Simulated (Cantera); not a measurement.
Input: 1 mol SiHCl₃, 0.036 mol Cl₂, 22 mol N₂, held at 1200 K and 0.133 bar.

Cantera equilibrium calculation (NASA polynomials, part measured and part estimated; ideal gas, pure solids and liquids). Candidate condensed phases: NH₄Cl, Si, Si₃N₄; 28 gas species. N₂ is the only nitrogen source here; it is nearly inert below about 1500 K, so the nitride shown seldom forms there in practice. The tables' values for SiCl₃ are old estimates; treat these amounts as uncertain. The numbers say what is thermodynamically allowed, not how fast it happens.

Base state: N₂ 0.936, HCl 0.0377, SiCl₄ 0.0234, H₂ 0.00269, SiCl₃ 0.000353, SiCl₂ 4.67e-5, SiHCl₃ 4.53e-5 (mole fractions); condensed: Si₃N₄(s).

Question: What changes in the equilibrium state with this change: temperature from 1200 K to 1425 K?

Answer: 
| species | before | after |
|---|---|---|
| N₂ | 0.936 | 0.933 |
| HCl | 0.0377 | 0.0381 |
| SiCl₄ | 0.0234 | 0.0187 |
| SiCl₃ | 0.000353 | 0.00402 |
| SiCl₂ | 4.67e-5 | 0.00341 |
| Cl | 3.41e-7 | 1.19e-5 |
| SiHCl₃ | 4.53e-5 | 9.16e-5 |
| Si₃N₄(s), mol | 0.149 | 0.130 |
